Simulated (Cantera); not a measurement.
Adiabatic ignition

An adiabatic, constant-volume homogeneous reactor starts with CO : H2 : O2 : N2 = 0.36 : 0.052 : 0.598 : 2.25 (molar parts), at 975 K and 1950 Torr.

Model: GRI-Mech 3.0 (53 species, 325 reactions), integrated in Cantera. The hydrogen kinetics of GRI-Mech 3.0 are dated; newer H2 mechanisms differ, most at raised pressure.

```json
[
 {"t (s)": "1.00e-6", "T (K)": "975", "P (bar)": "2.60", "x CO": "0.110", "x H2": "0.0160", "x O2": "0.183", "x CO2": "3.19e-11", "x NO": "<1e-12"},
 {"t (s)": "3.48e-6", "T (K)": "975", "P (bar)": "2.60", "x CO": "0.110", "x H2": "0.0160", "x O2": "0.183", "x CO2": "1.19e-10", "x NO": "<1e-12"},
 {"t (s)": "1.21e-5", "T (K)": "975", "P (bar)": "2.60", "x CO": "0.110", "x H2": "0.0160", "x O2": "0.183", "x CO2": "5.21e-10", "x NO": "<1e-12"},
 {"t (s)": "4.21e-5", "T (K)": "975", "P (bar)": "2.60", "x CO": "0.110", "x H2": "0.0160", "x O2": "0.183", "x CO2": "2.71e-9", "x NO": "<1e-12"},
 {"t (s)": "0.000146", "T (K)": "975", "P (bar)": "2.60", "x CO": "0.110", "x H2": "0.0160", "x O2": "0.183", "x CO2": "1.56e-8", "x NO": "<1e-12"},
 {"t (s)": "0.000509", "T (K)": "975", "P (bar)": "2.60", "x CO": "0.110", "x H2": "0.0160", "x O2": "0.183", "x CO2": "1.35e-7", "x NO": "<1e-12"},
 {"t (s)": "0.00177", "T (K)": "975", "P (bar)": "2.60", "x CO": "0.110", "x H2": "0.0159", "x O2": "0.183", "x CO2": "4.11e-6", "x NO": "<1e-12"},
 {"t (s)": "0.00615", "T (K)": "984", "P (bar)": "2.62", "x CO": "0.110", "x H2": "0.0156", "x O2": "0.183", "x CO2": "0.000538", "x NO": "<1e-12"},
 {"t (s)": "0.0214", "T (K)": "2198", "P (bar)": "5.50", "x CO": "0.000832", "x H2": "2.22e-5", "x O2": "0.128", "x CO2": "0.117", "x NO": "0.000766"},
 {"t (s)": "0.0744", "T (K)": "2190", "P (bar)": "5.48", "x CO": "0.000794", "x H2": "2.13e-5", "x O2": "0.126", "x CO2": "0.117", "x NO": "0.00372"},
 {"t (s)": "0.259", "T (K)": "2179", "P (bar)": "5.45", "x CO": "0.000743", "x H2": "2.01e-5", "x O2": "0.124", "x CO2": "0.117", "x NO": "0.00788"},
 {"t (s)": "0.900", "T (K)": "2176", "P (bar)": "5.44", "x CO": "0.000731", "x H2": "1.98e-5", "x O2": "0.124", "x CO2": "0.117", "x NO": "0.00887"}
]
```
x: mole fraction; the columns are a selection and need not sum to one.

The time of steepest temperature rise is 11.2 ms and the temperature at 0.900 s comes out as 2176 K. The equilibrium temperature is 2176 K, the x(CO) at 0.900 s is 0.000731 (gas-phase equilibrium 0.000731) and the x(H2) at 0.900 s comes out as 1.98e-5 (gas-phase equilibrium 1.98e-5). The x(O2) at 0.900 s is 0.124 (gas-phase equilibrium 0.124).
